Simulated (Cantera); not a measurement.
An adiabatic, constant-volume homogeneous reactor starts with CO : H₂ : O₂ : N₂ = 1 : 0.94 : 1.35 : 7.95 (molar parts), equivalence ratio 0.72, at 1275 K and 1.01 bar. Integrator tolerance rtol = 1e-08.

Detailed kinetics in Cantera: GRI-Mech 3.0 (53 species, 325 reactions).

Problem. What does this change do: initial temperature 1275 to 1300 K?

Solution. 
| quantity | before | after |
|---|---|---|
| time of steepest temperature rise | 52.3 µs | 47.0 µs |
| temperature at 0.900 s | 2576 K | 2586 K |
| equilibrium temperature | 2576 K | 2586 K |
| x(CO) at 0.900 s | 0.0164 (gas-phase equilibrium 0.0164) | 0.0171 (gas-phase equilibrium 0.0171) |
| x(H₂) at 0.900 s | 0.00265 (gas-phase equilibrium 0.00265) | 0.00277 (gas-phase equilibrium 0.00277) |
| x(O₂) at 0.900 s | 0.0371 (gas-phase equilibrium 0.0371) | 0.0373 (gas-phase equilibrium 0.0373) |
| x(H₂O) at 0.900 s | 0.0823 (gas-phase equilibrium 0.0823) | 0.0820 (gas-phase equilibrium 0.0820) |
| x(O) at 0.900 s | 0.00293 (gas-phase equilibrium 0.00293) | 0.00310 (gas-phase equilibrium 0.00310) |
| x(N₂O) at 0.900 s | 8.13e-7 (gas-phase equilibrium 8.13e-7) | 8.22e-7 (gas-phase equilibrium 8.22e-7) |
| x(H) at 0.900 s | 0.00131 (gas-phase equilibrium 0.00131) | 0.00141 (gas-phase equilibrium 0.00141) |

Problem. What does this change do: initial temperature 1275 to 1675 K?

Solution. 
```json
[
 {"quantity": "time of steepest temperature rise", "before": "52.3 µs", "after": "14.3 µs"},
 {"quantity": "temperature at 0.900 s", "before": "2576 K", "after": "2723 K"},
 {"quantity": "equilibrium temperature", "before": "2576 K", "after": "2723 K"},
 {"quantity": "x(CO) at 0.900 s", "before": "0.0164 (gas-phase equilibrium 0.0164)", "after": "0.0289 (gas-phase equilibrium 0.0289)"},
 {"quantity": "x(H₂) at 0.900 s", "before": "0.00265 (gas-phase equilibrium 0.00265)", "after": "0.00489 (gas-phase equilibrium 0.00489)"},
 {"quantity": "x(O₂) at 0.900 s", "before": "0.0371 (gas-phase equilibrium 0.0371)", "after": "0.0400 (gas-phase equilibrium 0.0400)"},
 {"quantity": "x(H₂O) at 0.900 s", "before": "0.0823 (gas-phase equilibrium 0.0823)", "after": "0.0754 (gas-phase equilibrium 0.0754)"},
 {"quantity": "x(O) at 0.900 s", "before": "0.00293 (gas-phase equilibrium 0.00293)", "after": "0.00643 (gas-phase equilibrium 0.00643)"},
 {"quantity": "x(N₂O) at 0.900 s", "before": "8.13e-7 (gas-phase equilibrium 8.13e-7)", "after": "9.49e-7 (gas-phase equilibrium 9.49e-7)"},
 {"quantity": "x(H) at 0.900 s", "before": "0.00131 (gas-phase equilibrium 0.00131)", "after": "0.00351 (gas-phase equilibrium 0.00351)"}
]
```
